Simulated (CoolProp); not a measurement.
R1336mzz(E) along the isotherm 136.85 °C: Z from the reference equation and from simpler models built on Tc = 130.4 °C, pc = 2779 kPa, ω = 0.413; each cubic takes its own stable root.

The numbers come from the reference Helmholtz-energy equation of state, Akasaka 2023 in CoolProp.

```json
[
 {"p (kPa)": "18", "phase": "gas", "reference": "0.9978"},
 {"p (kPa)": "28.1", "phase": "gas", "reference": "0.9966"},
 {"p (kPa)": "43.7", "phase": "gas", "reference": "0.9946"},
 {"p (kPa)": "68", "phase": "gas", "reference": "0.9916"},
 {"p (kPa)": "106", "phase": "gas", "reference": "0.9869"},
 {"p (kPa)": "165", "phase": "gas", "reference": "0.9796"},
 {"p (kPa)": "257", "phase": "gas", "reference": "0.9680"},
 {"p (kPa)": "400", "phase": "gas", "reference": "0.9496"},
 {"p (kPa)": "623", "phase": "gas", "reference": "0.9202"},
 {"p (kPa)": "970", "phase": "gas", "reference": "0.8721"},
 {"p (kPa)": "1510", "phase": "gas", "reference": "0.7899"},
 {"p (kPa)": "2350", "phase": "gas", "reference": "0.6300"},
 {"p (kPa)": "3660", "phase": "supercritical", "reference": "0.2324"},
 {"p (kPa)": "5700", "phase": "supercritical", "reference": "0.3029"}
]
```

Task: How far does each simpler model (Redlich-Kwong, Peng-Robinson) lie from the reference over these 14 states: mean and median of the absolute difference, and the worst?

Result: 
- Redlich-Kwong: mean 3.4 %, median 0.2 %, worst +23.8 % at 136.85 °C and 3660 kPa
- Peng-Robinson: mean 2.3 %, median 0.2 %, worst +17.4 % at 136.85 °C and 3660 kPa
